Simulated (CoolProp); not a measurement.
Methanol at 293.15 K and 0.354 MPa flows at 0.85 m/s in a round tube of 25 mm bore and 45 µm roughness, fully developed (64/Re and Nu = 3.66 if laminar; Colebrook and Gnielinski if turbulent). Each further row changes one setting.

Values from CoolProp's reference Helmholtz-energy equation of state, de Reuck 1993.

| case | Reynolds number | Darcy friction factor | pressure drop (Pa/m) | heat-transfer coefficient (W/(m² K)) | mass flow (kg/h) |
|---|---|---|---|---|---|
| as stated | 28700 | 0.0279 | (withheld) | 1840 | 1190 |
| velocity 1.7 m/s | 57400 | 0.0257 | 1170 | 3560 | 2380 |
| diameter 50 mm | 57400 | (withheld) | 133 | (withheld) | 4750 |

Q: What belongs in the gaps?

A: 
- as stated, pressure drop (Pa/m): 319
- diameter 50 mm, Darcy friction factor: 0.0233
- diameter 50 mm, heat-transfer coefficient (W/(m² K)): 1670

Viscosity comes from a separate model (Xiang 2006). Thermal conductivity comes from a separate model (Sykioti 2013).
